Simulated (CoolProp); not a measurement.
Properties of R134a along the isobar 9.45 bar.

Model: reference Helmholtz-energy equation of state, Tillner-Roth 1994, in CoolProp.

```csv
T (K),phase,density (kg/m³),cp (kJ/(kg K)),isothermal compressibility (1/MPa),expansivity (1/kK)
240.8,liquid,1398,[?],0.001785,2.098
267.6,liquid,[?],1.323,0.002706,2.449
294.3,liquid,1223,1.406,0.004546,3.071
321.1,gas,43.29,[?],1.309,5.941
347.9,gas,37.76,1.031,1.214,4.452
374.7,gas,33.90,1.039,1.165,3.679
401.4,gas,30.94,1.061,1.136,3.185
428.2,gas,28.55,1.090,1.117,2.833
455,gas,26.56,1.122,1.103,2.567
```

Task: Complete the blanks.

Result: 
- 240.8, cp (kJ/(kg K)): 1.266
- 267.6, density (kg/m³): 1315
- 321.1, cp (kJ/(kg K)): 1.066
